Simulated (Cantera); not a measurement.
Feed: 1 mol Si₃N₄, 1.3 mol H₂O, 220 mol H₂, 0.71 mol N₂O, equilibrated at 1923 K and 0.100 bar.

These are equilibrium values from Cantera (NASA tables, ideal gas, pure condensed phases), not measurements of a reactor. Candidate condensed phases: H₂O, Si, SiO₂, Si₂N₂O, Si₃N₄; 35 gas species. Gases not in the tables: Si₂H₆ and higher silanes. Kinetics and transport are ignored.

Base state: H₂ 0.976, N₂ 0.0120, SiO 0.00888, H 0.00294, Si 0.000170, SiH₂ 6.57e-5, SiH 4.34e-5 (mole fractions); condensed: Si(l).

What changes in the equilibrium state with this change: temperature from 1923 K to 1875 K?


```csv
species,before,after
H₂,0.976,0.977
N₂,0.0120,0.0120
SiO,0.00888,0.00888
H,0.00294,0.00205
Si,0.000170,9.06e-5
SiH,4.34e-5,2.62e-5
SiH₂,6.57e-5,4.85e-5
"Si(l), mol",0.925,0.951
```
